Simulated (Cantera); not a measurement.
What does this Cantera script print?

```python
import numpy as np
import cantera as ct

surf = ct.Interface("ptcombust.yaml", "Pt_surf")
gas = surf.adjacent["gas"]
gas.TPX = 950, 480000, {'CH4': 0.0043, 'O2': 0.092, 'N2': 0.79}
surf.TP = 950, 480000
reactor = ct.FlowReactor(gas, clone=False)
reactor.area = 0.0001  # m2
reactor.surface_area_to_volume_ratio = 4500  # 1/m
reactor.mass_flow_rate = 0.34 * reactor.area * gas.density  # inlet velocity 0.34 m/s
reactor.energy_enabled = False
wall = ct.ReactorSurface(surf, reactor, clone=False)
net = ct.ReactorNet([reactor])
net.rtol, net.atol = 1e-8, 1e-16
show, cover = ['CH4', 'O2', 'H2O', 'CO2', 'CO'], ['PT(S)', 'H(S)', 'O(S)', 'OH(S)', 'CO(S)', 'C(S)']

rows = []
print(f"{'z/m':>9s}{'u/(m/s)':>9s}" + "".join(f"{s:>13s}" for s in show + cover))
for z in [0.00036, 0.0006, 0.001, 0.0017, 0.0028, 0.0046, 0.0077, 0.013, 0.021, 0.036]:
    net.advance(z)
    rows.append([reactor.speed, *gas[show].X, *surf[cover].coverages])
    print(f"{z:9.4g}{rows[-1][0]:9.3g}" + "".join(f"{x:13.4e}" for x in rows[-1][1:]))
```

Output:

```
      z/m  u/(m/s)          CH4           O2          H2O          CO2           CO        PT(S)         H(S)         O(S)        OH(S)        CO(S)         C(S)
  0.00036     0.34   4.6106e-03   1.0332e-01   4.8182e-04   2.3944e-04   1.4105e-06   8.8636e-02   2.9347e-08   9.1061e-01   7.5026e-04   7.1979e-06   3.4419e-08
   0.0006     0.34   4.4564e-03   1.0301e-01   7.8972e-04   3.9335e-04   1.3638e-06   8.8654e-02   3.7301e-08   9.1038e-01   9.5481e-04   6.9621e-06   3.3292e-08
    0.001     0.34   4.2105e-03   1.0252e-01   1.2807e-03   6.3873e-04   1.2893e-06   8.8702e-02   4.7313e-08   9.1008e-01   1.2117e-03   6.5886e-06   3.1505e-08
   0.0017     0.34   3.8113e-03   1.0173e-01   2.0774e-03   1.0368e-03   1.1682e-06   8.8810e-02   6.0178e-08   9.0964e-01   1.5403e-03   5.9834e-06   2.8611e-08
   0.0028     0.34   3.2565e-03   1.0062e-01   3.1837e-03   1.5893e-03   9.9988e-07   8.8988e-02   7.4585e-08   9.0910e-01   1.9058e-03   5.1394e-06   2.4574e-08
   0.0046     0.34   2.5125e-03   9.9138e-02   4.6658e-03   2.3291e-03   7.7398e-07   8.9259e-02   9.0605e-08   9.0843e-01   2.3081e-03   3.9964e-06   1.9107e-08
   0.0077     0.34   1.5992e-03   9.7323e-02   6.4824e-03   3.2349e-03   4.9738e-07   8.9621e-02   1.0738e-07   9.0765e-01   2.7237e-03   2.5713e-06   1.2286e-08
    0.013     0.34   7.3072e-04   9.5598e-02   8.2079e-03   4.0940e-03   2.3758e-07   8.9988e-02   1.2154e-07   9.0694e-01   3.0691e-03   1.1908e-06   5.6712e-09
    0.021     0.34   2.2110e-04   9.4582e-02   9.2227e-03   4.5998e-03   8.5376e-08   9.0214e-02   1.2931e-07   9.0652e-01   3.2563e-03   3.6797e-07   1.7267e-09
    0.036     0.34   2.3206e-05   9.4181e-02   9.6243e-03   4.8026e-03   1.9786e-08   9.0304e-02   1.3229e-07   9.0636e-01   3.3277e-03   4.3089e-08   1.8168e-10
```

Computed with Cantera and Deutschmann's 1995 Pt surface mechanism with GRI-Mech 3.0 gas chemistry. Catalytic surfaces can have several steady states; this one follows from the mechanism file's or the stated starting coverage. Mass transfer to the wall is taken as infinitely fast.
